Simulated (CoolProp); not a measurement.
Octamethyltrisiloxane (MDM) along the isobar 19.2 bar: fugacity coefficient from the reference equation and from simpler models built on Tc = 292.2 °C, pc = 14.38 bar, ω = 0.528; each cubic takes its own stable root.

The numbers come from the reference Helmholtz-energy equation of state, Thol 2017 in CoolProp.

| T (°C) | phase | reference | Soave-Redlich-Kwong | Peng-Robinson |
|---|---|---|---|---|
| 59.45 | liquid | 0.002266 | 0.002363 | [?] |
| 75.65 | liquid | 0.004759 | [?] | 0.004998 |
| 91.75 | liquid | 0.009122 | 0.009299 | 0.009364 |
| 107.95 | liquid | 0.01629 | [?] | 0.01645 |
| 124.05 | liquid | 0.02717 | 0.02753 | 0.02714 |
| 140.25 | liquid | 0.04297 | 0.04357 | 0.04264 |
| 156.35 | liquid | 0.06453 | 0.06558 | 0.06378 |
| 172.55 | liquid | [?] | [?] | 0.09179 |
| 188.65 | liquid | [?] | 0.1317 | 0.1271 |
| 204.85 | liquid | 0.1727 | 0.1772 | 0.1705 |
| 220.95 | liquid | 0.2243 | 0.2306 | 0.2215 |

Problem. Some entries are withheld; supply them.

Solution. 
- 59.45, Peng-Robinson: 0.002455
- 75.65, Soave-Redlich-Kwong: 0.004893
- 107.95, Soave-Redlich-Kwong: 0.01653
- 172.55, reference: 0.09304
- 172.55, Soave-Redlich-Kwong: 0.09482
- 188.65, reference: 0.1288
